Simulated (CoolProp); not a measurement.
Vapour-liquid equilibrium of n-octane (1) + n-dodecane (2) at 0.0017 MPa; x and y are mole fractions of (1).

The numbers come from the multi-fluid Helmholtz-energy mixture model, Beckmüller 2019 and Lemmon 2004; pair parameters Bell 2016 in CoolProp.

```csv
x,bubble temperature (°C),y at the bubble point,dew temperature at overall composition x (°C),liquid density (mol/L)
0.05,?,0.602,95.3,4.202
0.2,55.0,0.923,92.0,4.509
0.35,43.5,0.971,88.1,?
0.5,36.3,?,83.4,5.058
0.65,31.2,0.994,77.2,5.350
0.8,27.3,0.998,?,5.665
0.95,24.2,1.000,49.6,6.006
```

Task: Fill in the missing entries.

Result: 
- 0.05, bubble temperature (°C): 79.4
- 0.35, liquid density (mol/L): 4.782
- 0.5, y at the bubble point: 0.987
- 0.8, dew temperature at overall composition x (°C): 68.3

No azeotrope shows between x = 0.05 and 0.95.

The pair parameters rest on a limited set of measurements; away from them the model extrapolates.
